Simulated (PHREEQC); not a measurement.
Dissolve 0.013 mol HF and 0.025 mol NH4HF2 per kg of water at 25 °C. Closed to the air; pH follows from the charge balance.

Model: ion-association model, wateq4f.dat, run in PHREEQC.

| quantity | before | after |
|---|---|---|
| pH | 3.00 | 2.91 |
| ionic strength (mol/kgw) | 0.0261 | 0.0139 |
| HF (mol/kgw) | 0.0296 | 0.0208 |
| HF2- (mol/kgw) | 0.00268 | 0.00103 |

Q: Name the change that produced these shifts.
A) HF replaced by (CH3)4NF at the same molality
B) NH4HF2 from 0.025 to 0.05 mol/kgw
C) NH4HF2 from 0.025 to 0.0125 mol/kgw
D) temperature from 25 to 75 °C
E) HF left out

A: C, NH4HF2 from 0.025 to 0.0125 mol/kgw

Precipitation was switched off in this run. wateq4f.dat counts part of the HF as a dimer, H2F2, which phreeqc.dat doesn't know; its constant is uncertain.
